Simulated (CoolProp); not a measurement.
CF4 (R14) along the isobar 1.92 MPa: Z from the reference equation and from simpler models built on Tc = 227.4 K, pc = 3.762 MPa, ω = 0.178; each cubic takes its own stable root.

Model: reference Helmholtz-energy equation of state, Platzer 1990, in CoolProp. This equation is an older, rougher fit; its heat capacities, sound speeds and derivatives of the liquid may be far off and weren't checked against measurements.

```
T (K)   phase  reference  van der Waals  Redlich-Kwong  Peng-Robinson
-----  ------  ---------  -------------  -------------  -------------
198.3  liquid    0.08096         0.7198        0.09095        0.07730
216.8     gas     0.7549         0.7936         0.7603         0.7363
235.3     gas     0.8259         0.8398         0.8235         0.8086
253.8     gas     0.8698         0.8719         0.8647         0.8553
272.3     gas     0.9000         0.8956         0.8937         0.8881
290.8     gas     0.9221         0.9137         0.9151         0.9122
309.4     gas     0.9390         0.9279         0.9313         0.9306
327.9     gas     0.9521         0.9392         0.9439         0.9448
346.4     gas     0.9625         0.9484         0.9539         0.9559
364.9     gas     0.9709         0.9559         0.9619         0.9649
383.4     gas     0.9778         0.9622         0.9684         0.9721
401.9     gas     0.9835         0.9675         0.9738         0.9781
```

At some of these states van der Waals gives the other phase, because its saturation line lies elsewhere.
